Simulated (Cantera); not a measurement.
Cantera run:

```python
import numpy as np
import cantera as ct

gas_names = """
    F2 O CuF2
""".split()
cond_names = """
    Cu2O(s) Cu2O(L)
""".split()


# ... load() reads the species with a 1 bar reference pressure and builds the phases ...
species = {s.name: s for s in load("nasa_gas.yaml", gas_names) + load("nasa_condensed.yaml", cond_names)}
# Each term lists the table entries of one substance; the one whose range holds T is used.
reactions = {
    '2 F2(g) + Cu2O = O(g) + 2 CuF2(g)':
        [(-2, ['F2']), (-1, ['Cu2O(s)', 'Cu2O(L)']), (1, ['O']), (2, ['CuF2'])],
}


def pick(names, T):
    return next(species[n] for n in names if species[n].thermo.min_temp <= T <= species[n].thermo.max_temp)


results = []
for label, terms in reactions.items():
    print(label)
    print("     T/K   dH/kJ  dS/(J/K)   dG/kJ   log10 K")
    for T in [425, 525, 625, 725, 825]:
        used = [(nu, pick(names, T)) for nu, names in terms]
        dH = sum(nu * s.thermo.h(T) for nu, s in used) / 1e6
        dS = sum(nu * s.thermo.s(T) for nu, s in used) / 1e3
        dG = dH - T * dS / 1e3
        logK = -dG * 1e6 / (ct.gas_constant * T * np.log(10))
        results.append((label, T, dH, dS, dG, logK, [s.name for _, s in used]))
        print(f"{T:8g} {dH:8.1f} {dS:8.1f} {dG:8.1f} {logK:8.2f}")
```

Result:

```
2 F2(g) + Cu2O = O(g) + 2 CuF2(g)
     T/K   dH/kJ  dS/(J/K)   dG/kJ   log10 K
     425   -115.1    194.3   -197.7    24.29
     525   -116.2    191.9   -217.0    21.59
     625   -117.5    189.7   -236.0    19.73
     725   -119.0    187.4   -254.9    18.36
     825   -120.7    185.3   -273.5    17.32
```

Cantera with NASA thermochemical tables; ideal gases at 1 bar, condensed phases pure. Condensed species are held in their standard states even where they would react or evaporate.
